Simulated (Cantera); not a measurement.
What does this Cantera script print?

```python
import numpy as np
import cantera as ct

gas_names = """
    AL ALH ALN ALO ALOH ALO2 ALO2H AL2 AL2O AL2O2 H HALO HNO HNO2 HNO3 HO2 H2 H2O H2O2 N NH NH2 NH3
    NH2OH NO NO2 NO3 N2 N2H2 N2H4 N2O O OH O2 O3
""".split()
cond_names = """
    AL(cr) AL(L) ALN(s) AL2O3(a) AL2O3(L) H2O(s) H2O(L)
""".split()


# ... load() reads the species with a 1 bar reference pressure and builds the phases ...
atoms = {
    'AlN': {'AL': 1, 'N': 1},
    'O2': {'O': 2},
    'N2': {'N': 2},
    'H2O': {'H': 2, 'O': 1},
}
top_T = {'ALN(s)': 2750}  # K; cautious upper limits of use, not melting points


# ... equilibrate(T, P, feed) seeds the gas with the atoms and calls Mixture.equilibrate('TP', solver="vcs", rtol=1e-11, max_steps=5000) ...
results = []
feed = {'AlN': 1, 'O2': 10, 'N2': 41, 'H2O': 3.1}  # mol
P = 8.6  # Pa
for T in [1173, 1273, 1373, 1473, 1573, 1673, 1773, 1873, 1973, 2073]:
    mix = equilibrate(T, P, feed)
    results.append((T, P, feed, dict(zip(mix.species_names, mix.species_moles))))
    x = sorted(zip(gas.X, gas.species_names), reverse=True)
    print(f"T = {T:g} K  P = {P:g} Pa  gas = {mix.phase_moles(0):.4g} mol")
    print("   x: " + "  ".join(f"{s} {v:.3e}" for v, s in x if v > 1e-06))
    print("   condensed (mol): " + ("  ".join(f"{mix.phase(i).name} {mix.phase_moles(i):.4g}"
          for i in range(1, mix.n_phases) if mix.phase_moles(i) > 1e-12) or "none"))
```

It prints:

```
T = 1173 K  P = 8.6 Pa  gas = 53.85 mol
   x: N2 7.706e-01  O2 1.717e-01  H2O 5.756e-02  NO 1.416e-04  OH 1.541e-05
   condensed (mol): AL2O3(a) 0.5
T = 1273 K  P = 8.6 Pa  gas = 53.85 mol
   x: N2 7.705e-01  O2 1.716e-01  H2O 5.754e-02  NO 2.957e-04  OH 5.712e-05  O 4.804e-06
   condensed (mol): AL2O3(a) 0.5
T = 1373 K  P = 8.6 Pa  gas = 53.85 mol
   x: N2 7.703e-01  O2 1.714e-01  H2O 5.747e-02  NO 5.546e-04  OH 1.750e-04  O 2.752e-05  H2 4.435e-06
   condensed (mol): AL2O3(a) 0.5
T = 1473 K  P = 8.6 Pa  gas = 53.86 mol
   x: N2 7.700e-01  O2 1.711e-01  H2O 5.730e-02  NO 9.545e-04  OH 4.599e-04  O 1.245e-04  H2 1.957e-05  H 6.034e-06
   condensed (mol): AL2O3(a) 0.5
T = 1573 K  P = 8.6 Pa  gas = 53.88 mol
   x: N2 7.695e-01  O2 1.705e-01  H2O 5.691e-02  NO 1.531e-03  OH 1.066e-03  O 4.650e-04  H2 7.137e-05  H 3.704e-05
   condensed (mol): AL2O3(a) 0.5
T = 1673 K  P = 8.6 Pa  gas = 53.93 mol
   x: N2 7.683e-01  O2 1.692e-01  H2O 5.605e-02  NO 2.316e-03  OH 2.224e-03  O 1.483e-03  H2 2.217e-04  H 1.829e-04
   condensed (mol): AL2O3(a) 0.5
T = 1773 K  P = 8.6 Pa  gas = 54.07 mol
   x: N2 7.659e-01  O2 1.668e-01  H2O 5.426e-02  OH 4.219e-03  O 4.135e-03  NO 3.327e-03  H 7.500e-04  H2 5.977e-04
   condensed (mol): AL2O3(a) 0.5
T = 1873 K  P = 8.6 Pa  gas = 54.37 mol
   x: N2 7.610e-01  O2 1.622e-01  H2O 5.065e-02  O 1.027e-02  OH 7.302e-03  NO 4.556e-03  H 2.608e-03  H2 1.405e-03
   condensed (mol): AL2O3(a) 0.5
T = 1973 K  P = 8.6 Pa  gas = 55.04 mol
   x: N2 7.511e-01  O2 1.541e-01  H2O 4.392e-02  O 2.296e-02  OH 1.140e-02  H 7.741e-03  NO 5.941e-03  H2 2.830e-03  ALO2H 4.359e-06
   condensed (mol): AL2O3(a) 0.4999
T = 2073 K  P = 8.6 Pa  gas = 56.33 mol
   x: N2 7.331e-01  O2 1.406e-01  O 4.646e-02  H2O 3.292e-02  H 1.934e-02  OH 1.557e-02  NO 7.337e-03  H2 4.652e-03  ALO2H 1.538e-05  ALO 3.835e-06
   condensed (mol): AL2O3(a) 0.4994
```

Method: chemical equilibrium by Gibbs-energy minimisation in Cantera with the NASA 1993 tables (ideal gas, pure condensed phases).
